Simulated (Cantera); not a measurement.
Cantera run:

```python
import numpy as np
import cantera as ct

gas_names = """
    Fe FeO Fe(OH)2 H HO2 H2 H2O H2O2 O OH O2 O3
""".split()
cond_names = """
    Fe(a) Fe(c) Fe(d) Fe(L) FeO(s) FeO(L) Fe(OH)2(s) Fe(OH)3(s) Fe2O3(s) Fe3O4(s) H2O(s) H2O(L)
""".split()


# ... load() reads the species with a 1 bar reference pressure and builds the phases ...
atoms = {
    'Fe3O4': {'Fe': 3, 'O': 4},
    'H2': {'H': 2},
    'H2O': {'H': 2, 'O': 1},
}
top_T = {'Fe2O3(s)': 1830, 'Fe3O4(s)': 1870}  # K; cautious upper limits of use, not melting points


# ... equilibrate(T, P, feed) seeds the gas with the atoms and calls Mixture.equilibrate('TP', solver="vcs", rtol=1e-11, max_steps=5000) ...
results = []
P = 74  # Pa
for T in [1250, 1350, 1450, 1550, 1650, 1750, 1850, 1950, 2050, 2150]:
    for m in [9.5, 13, 19, 27, 38, 53, 75, 110, 150, 210, 300, 420, 600]:
        feed = {'Fe3O4': 1, 'H2': m, 'H2O': 0.093}  # mol
        mix = equilibrate(T, P, feed)
        results.append((T, P, feed, dict(zip(mix.species_names, mix.species_moles))))

for T, P, feed, n in results:
    print(f"{T:7g} {feed['H2']:10.4g}  " + (" + ".join(c for c in cond_names if n.get(c, 0) > 1e-12) or "gas only"))
```

It prints:

```
   1250        9.5  Fe(c) + FeO(s)
   1250         13  Fe(c) + FeO(s)
   1250         19  Fe(c)
   1250         27  Fe(c)
   1250         38  Fe(c)
   1250         53  Fe(c)
   1250         75  Fe(c)
   1250        110  Fe(c)
   1250        150  Fe(c)
   1250        210  Fe(c)
   1250        300  Fe(c)
   1250        420  Fe(c)
   1250        600  Fe(c)
   1350        9.5  Fe(c) + FeO(s)
   1350         13  Fe(c) + FeO(s)
   1350         19  Fe(c)
   1350         27  Fe(c)
   1350         38  Fe(c)
   1350         53  Fe(c)
   1350         75  Fe(c)
   1350        110  Fe(c)
   1350        150  Fe(c)
   1350        210  Fe(c)
   1350        300  Fe(c)
   1350        420  Fe(c)
   1350        600  Fe(c)
   1450        9.5  Fe(c) + FeO(s)
   1450         13  Fe(c) + FeO(s)
   1450         19  Fe(c)
   1450         27  Fe(c)
   1450         38  Fe(c)
   1450         53  Fe(c)
   1450         75  Fe(c)
   1450        110  Fe(c)
   1450        150  Fe(c)
   1450        210  Fe(c)
   1450        300  Fe(c)
   1450        420  Fe(c)
   1450        600  Fe(c)
   1550        9.5  Fe(c) + FeO(s)
   1550         13  Fe(c) + FeO(s)
   1550         19  Fe(c)
   1550         27  Fe(c)
   1550         38  Fe(c)
   1550         53  Fe(c)
   1550         75  Fe(c)
   1550        110  Fe(c)
   1550        150  Fe(c)
   1550        210  Fe(c)
   1550        300  Fe(c)
   1550        420  Fe(c)
   1550        600  Fe(c)
   1650        9.5  Fe(c) + FeO(L)
   1650         13  Fe(c)
   1650         19  Fe(c)
   1650         27  Fe(c)
   1650         38  Fe(c)
   1650         53  Fe(c)
   1650         75  Fe(c)
   1650        110  Fe(c)
   1650        150  Fe(c)
   1650        210  Fe(c)
   1650        300  Fe(c)
   1650        420  Fe(c)
   1650        600  Fe(c)
   1750        9.5  Fe(d) + FeO(L)
   1750         13  Fe(d)
   1750         19  Fe(d)
   1750         27  Fe(d)
   1750         38  Fe(d)
   1750         53  Fe(d)
   1750         75  Fe(d)
   1750        110  Fe(d)
   1750        150  Fe(d)
   1750        210  gas only
   1750        300  gas only
   1750        420  gas only
   1750        600  gas only
   1850        9.5  Fe(L) + FeO(L)
   1850         13  Fe(L) + FeO(L)
   1850         19  Fe(L)
   1850         27  Fe(L)
   1850         38  gas only
   1850         53  gas only
   1850         75  gas only
   1850        110  gas only
   1850        150  gas only
   1850        210  gas only
   1850        300  gas only
   1850        420  gas only
   1850        600  gas only
   1950        9.5  FeO(L)
   1950         13  gas only
   1950         19  gas only
   1950         27  gas only
   1950         38  gas only
   1950         53  gas only
   1950         75  gas only
   1950        110  gas only
   1950        150  gas only
   1950        210  gas only
   1950        300  gas only
   1950        420  gas only
   1950        600  gas only
   2050        9.5  gas only
   2050         13  gas only
   2050         19  gas only
   2050         27  gas only
   2050         38  gas only
   2050         53  gas only
   2050         75  gas only
   2050        110  gas only
   2050        150  gas only
   2050        210  gas only
   2050        300  gas only
   2050        420  gas only
   2050        600  gas only
   2150        9.5  gas only
   2150         13  gas only
   2150         19  gas only
   2150         27  gas only
   2150         38  gas only
   2150         53  gas only
   2150         75  gas only
   2150        110  gas only
   2150        150  gas only
   2150        210  gas only
   2150        300  gas only
   2150        420  gas only
   2150        600  gas only
```

Cantera equilibrium calculation (NASA polynomials, part measured and part estimated; ideal gas, pure solids and liquids). Each liquid is taken as pure. Mutual solubility and eutectic melting of coexisting phases are not modelled. The tables' stoichiometric FeO is somewhat more stable than real wüstite, so its field is too wide. FeO: taken at fixed stoichiometry.
